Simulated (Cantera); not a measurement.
A Cantera script and what it prints.

```python
import numpy as np
import cantera as ct

gas_names = [...]  # 114 gases of nasa_gas.yaml made of C, Fe, H, O
cond_names = """
    C(gr) C6H6(L) C7H8(L) C8H18(L),n-octa Fe(a) Fe(c) Fe(d) Fe(L) FeC5O5(L) FeO(s) FeO(L) Fe(OH)2(s)
    Fe(OH)3(s) Fe2O3(s) Fe3O4(s) H2O(s) H2O(L)
""".split()


# ... load() reads the species with a 1 bar reference pressure and builds the phases ...
atoms = {
    'Fe': {'Fe': 1},
    'CO2': {'C': 1, 'O': 2},
    'H2': {'H': 2},
}
top_T = {'C(gr)': 4500, 'Fe2O3(s)': 1830, 'Fe3O4(s)': 1870}  # K; cautious upper limits of use, not melting points


# ... equilibrate(T, P, feed) seeds the gas with the atoms and calls Mixture.equilibrate('TP', solver="vcs", rtol=1e-11, max_steps=5000) ...
results = []
feed = {'Fe': 1, 'CO2': 1.8, 'H2': 59}  # mol
T = 1623.15  # K
P = 260000  # Pa
mix = equilibrate(T, P, feed)
results.append((T, P, feed, dict(zip(mix.species_names, mix.species_moles))))
x = sorted(zip(gas.X, gas.species_names), reverse=True)
print(f"T = {T:g} K  P = {P:g} Pa  gas = {mix.phase_moles(0):.4g} mol")
print("   x: " + "  ".join(f"{s} {v:.3e}" for v, s in x if v > 0.001))
print("   condensed (mol): " + ("  ".join(f"{mix.phase(i).name} {mix.phase_moles(i):.4g}"
      for i in range(1, mix.n_phases) if mix.phase_moles(i) > 1e-12) or "none"))
```

Result:

```
T = 1623.15 K  P = 260000 Pa  gas = 60.8 mol
   x: H2 9.410e-01  H2O 2.932e-02  CO 2.930e-02
   condensed (mol): Fe(c) 1
```

Equilibrium computed with Cantera from the NASA thermochemical tables; the gas is ideal and each condensed phase is pure.
